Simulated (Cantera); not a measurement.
An adiabatic, constant-volume homogeneous reactor starts with C₃H₈ : O₂ : N₂ = 1 : 5.32 : 20 (molar parts), equivalence ratio 0.94, at 1450 K and 170000 Pa. Integrator tolerance rtol = 1e-08.

Cantera simulation using GRI-Mech 3.0 (53 species, 325 reactions); the numbers are that mechanism's predictions, not measurements. GRI-Mech 3.0 was tuned for natural gas; its chemistry of propane as a main component is partial and can be far from experiment.

```json
[
 {"quantity": "time of steepest temperature rise", "before": "87.3 µs", "after": "7.90 ms"},
 {"quantity": "temperature at 3.00 s", "before": "2947 K", "after": "2867 K"},
 {"quantity": "equilibrium temperature", "before": "2947 K", "after": "2867 K"},
 {"quantity": "x(C₃H₈) at 3.00 s", "before": "<1e-12 (gas-phase equilibrium <1e-12)", "after": "<1e-12 (gas-phase equilibrium <1e-12)"},
 {"quantity": "x(O₂) at 3.00 s", "before": "0.0270 (gas-phase equilibrium 0.0270)", "after": "0.0243 (gas-phase equilibrium 0.0243)"},
 {"quantity": "x(NO) at 3.00 s", "before": "0.0151 (gas-phase equilibrium 0.0151)", "after": "0.0130 (gas-phase equilibrium 0.0130)"},
 {"quantity": "x(H₂O) at 3.00 s", "before": "0.112 (gas-phase equilibrium 0.112)", "after": "0.120 (gas-phase equilibrium 0.120)"},
 {"quantity": "x(HO₂) at 3.00 s", "before": "1.21e-5 (gas-phase equilibrium 1.21e-5)", "after": "1.04e-5 (gas-phase equilibrium 1.04e-5)"},
 {"quantity": "x(H₂) at 3.00 s", "before": "0.0132 (gas-phase equilibrium 0.0132)", "after": "0.0103 (gas-phase equilibrium 0.0103)"}
]
```

Problem. What was changed between the two runs?
A. initial temperature 1450 to 1775 K
B. initial temperature 1450 to 1173 K
C. pressure from 170000 Pa to 32000 Pa
D. O2 5.32 to 1.9 parts

Solution. B, initial temperature 1450 to 1173 K
